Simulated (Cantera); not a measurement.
An isothermal plug-flow reactor at 850 K and 255 Torr (inlet), inlet velocity 1.7 m/s, active area per volume 170 1/m; feed CO : O2 : N2 : H2O = 0.017 : 0.038 : 0.79 : 0.014 (molar parts), equivalence ratio 0.22.

Computed with Cantera and Deutschmann's 1995 Pt surface mechanism with GRI-Mech 3.0 gas chemistry. Catalytic surfaces can have several steady states; this one follows from the mechanism file's or the stated starting coverage. Mass transfer to the wall is taken as infinitely fast.

x: gas mole fraction; θ: surface coverage.

```tsv
z (m)	x CO	x O2	x H2O	x CO2	θ free Pt	θ O*	θ OH*	θ CO*
0.0001	0.0189	0.0438	0.0163	0.000931	0.349	0.00740	0.000314	0.643
0.00017	0.0182	0.0435	0.0163	0.00160	0.355	0.00764	0.000322	0.637
0.00029	0.0170	0.0429	0.0163	0.00279	0.365	0.00812	0.000337	0.626
0.00048	0.0150	0.0419	0.0163	0.00480	0.385	0.00913	0.000367	0.605
0.0008	[?]	0.0401	0.0164	[?]	[?]	[?]	[?]	[?]
0.0013	0.00181	0.0356	0.0164	0.0182	0.249	0.746	0.00268	0.00245
0.0022	0.000756	0.0351	0.0165	0.0192	0.151	0.847	0.00222	0.000331
0.0037	0.000280	0.0348	0.0165	0.0197	0.137	0.861	0.00213	9.99e-5
0.0062	6.41e-5	0.0347	0.0165	0.0199	0.132	0.866	0.00210	2.12e-5
0.01	[?]	0.0347	0.0165	0.0200	0.131	0.867	0.00209	[?]
```

**Question.** Some entries are withheld; supply them.

**Answer.** 
- 0.0008, x CO: 0.0112
- 0.0008, x CO2: 0.00869
- 0.0008, θ free Pt: 0.436
- 0.0008, θ O*: 0.0123
- 0.0008, θ OH*: 0.000454
- 0.0008, θ CO*: 0.551
- 0.01, x CO: 7.40e-6
- 0.01, θ CO*: 2.40e-6
